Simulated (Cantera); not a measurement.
Feed: 1 mol CCl4, 0.52 mol CH4, 2 mol H2, held at 10.0 Torr.

Equilibrium computed with Cantera from the NASA thermochemical tables; the gas is ideal and each condensed phase is pure. Candidate condensed phases: C, C6H6, C7H8, C8H18; 91 gas species. Equilibrium is a limit: real reactors are often held back by kinetics, nucleation or transport.

Question: At 1948 K, list the 5 most abundant gas species with their mole fractions, and the condensed phases.

Answer: HCl 0.774, H2 0.208, Cl 0.0124, H 0.00447, C2H2 (acetylene) 0.000112. Condensed: C(graphite).
